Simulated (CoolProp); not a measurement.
Vapour-liquid equilibrium of R125 (1) + R245fa (2) at 3.2 kPa; x and y are mole fractions of (1).

Model: multi-fluid Helmholtz-energy mixture model, Lemmon 2005 and Akasaka 2015; pair parameters Bell 2016, in CoolProp.

Question: Give the bubble temperature and the first vapour's composition at x = 0.35, 0.65, 0.85. Is there an azeotrope?

Answer: x = 0.35: -88.8 °C, y = 0.984; x = 0.65: -95.1 °C, y = 0.996; x = 0.85: -97.9 °C, y = 0.999. No azeotrope shows between x = 0.05 and 0.95.

The pair parameters rest on a limited set of measurements; away from them the model extrapolates.
